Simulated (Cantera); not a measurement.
An isothermal, constant-pressure homogeneous reactor starts with CH4 : H2 = 1 : 5.9 (molar parts), at 1950 K and 0.160 bar.

Detailed kinetics in Cantera: GRI-Mech 3.0 (53 species, 325 reactions). GRI-Mech 3.0 stops at C3 and has no aromatics, soot or wall deposition, so with more carbon than oxygen in the feed, carbon stays in small species such as C2H2 where larger ones or solid carbon would form.

x: mole fraction; the columns are a selection and need not sum to one.

```csv
t (s),x CH4,x H2,x C2H,x CH3,x H,x C2H6
5.00e-5,0.144,0.855,1.53e-12,(withheld),0.000284,3.00e-6
0.000251,0.138,0.856,8.34e-9,(withheld),0.00128,6.36e-5
0.00126,0.0970,0.878,6.48e-7,(withheld),0.00209,6.64e-5
0.00631,0.0353,0.914,1.92e-6,(withheld),0.00240,1.01e-5
0.0316,0.00720,0.930,2.71e-6,(withheld),0.00269,4.83e-7
0.159,0.00145,0.933,2.92e-6,(withheld),0.00278,2.27e-8
0.795,0.000752,0.934,2.94e-6,4.46e-5,0.00279,7.89e-9
3.99,0.000748,0.934,2.94e-6,4.43e-5,0.00279,7.84e-9
20.0,0.000748,0.934,2.94e-6,4.43e-5,0.00279,7.84e-9
```

Q: Some entries are withheld; supply them.

A: 
- 5.00e-5, x CH3: 0.000925
- 0.000251, x CH3: 0.00402
- 0.00126, x CH3: 0.00451
- 0.00631, x CH3: 0.00182
- 0.0316, x CH3: 0.000412
- 0.159, x CH3: 8.56e-5
